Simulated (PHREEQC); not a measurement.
Solution (80 °C): 0.0024 mol/kgw HF, 4.3e-05 mol/kgw NH3 and 0.14 mol/kgw NaCl. Closed to the air; pH follows from the charge balance.

Computed with PHREEQC (ion-association model, phreeqc.dat).

Precipitation was switched off in this run.

**Question.** Order these F species by the share of F that they hold, largest first: HF, NaF, HF2-, F-.

**Answer.** HF (65 %), F- (33 %), NaF (1.4 %), HF2- (0.44 %)

The pH is 3.20 and the ionic strength 0.141 mol/kgw. Away from 25 °C the constants follow the database's enthalpies or fits; those with neither stay at their 25 °C values.
